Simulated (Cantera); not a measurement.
A closed system holds: 1 mol Si, 0.035 mol CO₂, 10 mol N₂, held at 1802 °C and 0.0133 bar.

Equilibrium computed with Cantera from the NASA thermochemical tables; the gas is ideal and each condensed phase is pure. Candidate condensed phases: C, Si, SiC, SiO₂, Si₂N₂O, Si₃N₄; 34 gas species. Mutual solubility and eutectic melting of coexisting phases are not modelled. The tables' values for SiN are old estimates; treat these amounts as uncertain. Rates play no part.

Base state: N₂ 0.985, Si 0.00764, SiO 0.00470, CO 0.00219, Si₂C 0.000284, Si₂N 0.000235, SiN 0.000192, Si₂ 9.42e-5 (mole fractions); condensed: Si(l) + SiC(s).

Task: What changes in the equilibrium state with this change: temperature from 1802 °C to 752 °C?

Result: 
```
species             before    after
----------------  --------  -------
N₂                   0.985     1.00
CO                 0.00219  7.71e-9
Si                 0.00764    <1e-9
SiO                0.00470    <1e-9
Si₂C              0.000284    <1e-9
Si₂N              0.000235    <1e-9
SiN               0.000192    <1e-9
Si₂                9.42e-5    <1e-9
Si₃                1.95e-5    <1e-9
Si(l), mol           0.850        0
SiC(s), mol        0.00981        0
C(graphite), mol         0   0.0350
Si₂N₂O(s), mol           0   0.0700
Si₃N₄(s), mol            0    0.287
```
N₂ is the only nitrogen source here; it is nearly inert below about 1500 K, so the nitride shown seldom forms there in practice.
